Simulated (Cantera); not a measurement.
Input (Python, Cantera):

```python
import numpy as np
import cantera as ct

gas = ct.Solution("gri30.yaml")
gas.TPX = 350, 490000, {'CH3OH': 1, 'O2': 1.36, 'N2': 4.5}
flame = ct.FreeFlame(gas, width=0.013)
flame.set_refine_criteria(ratio=3, slope=0.08, curve=0.16)
flame.transport_model = "mixture-averaged"
flame.solve(loglevel=0, auto=True)
z, T = flame.grid, flame.T
thick = (T[-1] - T[0]) / np.gradient(T, z).max()
show = ['CH3OH', 'O2', 'CH4', 'CH3', 'OH', 'H']
print(f"laminar burning velocity  {flame.velocity[0] * 100:.3f} cm/s")
print(f"burnt temperature         {T[-1]:.1f} K")
print(f"thermal thickness         {thick * 1e3:.4f} mm")
print(f"grid points               {len(z)}")
z0 = z[flame.heat_release_rate.argmax()]
print(f"{'z/mm':>9s}{'T/K':>9s}{'u/(m/s)':>9s}" + "".join(f"{s:>11s}" for s in show))
rows = []
for k in (-3, -2, -1.5, -1, -0.5, -0.25, 0, 0.25, 0.5, 1, 2, 4, 8):
    zz = z0 + k * thick
    rows.append([k * thick, np.interp(zz, z, T), np.interp(zz, z, flame.velocity),
                 *(np.interp(zz, z, flame.X[gas.species_index(s)]) for s in show)])
    print(f"{rows[-1][0] * 1e3:9.3f}{rows[-1][1]:9.1f}{rows[-1][2]:9.3f}" + "".join(f"{x:11.3e}" for x in rows[-1][3:]))
```

It prints:

```
laminar burning velocity  49.401 cm/s
burnt temperature         2370.7 K
thermal thickness         0.0746 mm
grid points               136
     z/mm      T/K  u/(m/s)      CH3OH         O2        CH4        CH3         OH          H
   -0.224    350.1    0.495  1.456e-01  1.980e-01  1.678e-08 -6.658e-13  2.137e-17  7.592e-20
   -0.149    351.5    0.498  1.452e-01  1.973e-01  2.245e-07 -4.064e-13  5.182e-15  4.895e-18
   -0.112    358.6    0.510  1.444e-01  1.960e-01  1.179e-06  1.500e-13  1.637e-13  2.730e-16
   -0.075    423.1    0.609  1.399e-01  1.892e-01  9.197e-06  2.152e-11  1.561e-11  3.114e-13
   -0.037    831.6    1.245  1.057e-01  1.514e-01  6.095e-05  5.513e-08  2.574e-08  9.442e-08
   -0.019   1258.6    1.947  5.921e-02  1.097e-01  1.201e-04  4.342e-06  1.949e-05  2.726e-05
    0.000   1721.2    2.750  7.295e-03  6.202e-02  1.691e-04  1.072e-04  1.240e-03  1.437e-03
    0.019   1915.4    3.061  3.343e-05  3.394e-02  4.461e-05  2.481e-05  5.488e-03  5.183e-03
    0.037   2009.7    3.189  1.050e-07  2.095e-02  3.576e-06  1.741e-06  7.934e-03  6.216e-03
    0.075   2119.7    3.334  3.269e-10  1.238e-02  2.013e-08  1.300e-08  8.489e-03  5.264e-03
    0.149   2220.9    3.471  6.301e-14  7.497e-03  3.053e-12  2.660e-12  7.241e-03  3.395e-03
    0.299   2295.0    3.571  4.151e-15  4.255e-03  1.856e-14  3.840e-14  5.474e-03  1.974e-03
    0.597   2339.8    3.630  2.709e-15  2.262e-03  1.682e-14  2.646e-14  3.982e-03  1.199e-03
```

Cantera simulation using GRI-Mech 3.0 (53 species, 325 reactions); the numbers are that mechanism's predictions, not measurements. GRI-Mech 3.0 was tuned for natural gas; its chemistry of methanol as a main component is partial and can be far from experiment. Burning velocities carry a grid error of a few per cent, more on coarse grids.
